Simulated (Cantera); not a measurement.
An adiabatic, constant-pressure homogeneous reactor starts with 12.0 % CH₄, 18.5 % O₂, 69.5 % N₂, at 1325 K and 11.0 bar.

Detailed kinetics in Cantera: GRI-Mech 3.0 (53 species, 325 reactions).

One state of this run: T (K) = 2797; x CH₄ = 3.17e-12; x O₂ = 0.000856; x H₂O = 0.180; x C₂H = <1e-12; x CO₂ = 0.0443; x NO₂ = 3.04e-7; x HO₂ = 1.12e-6. x: mole fraction; the columns are a selection and need not sum to one.

Which value of t (s) does it belong to?
A. 2.15e-5
B. 0.000754
C. 0.000230
D. 0.00247

D, 0.00247
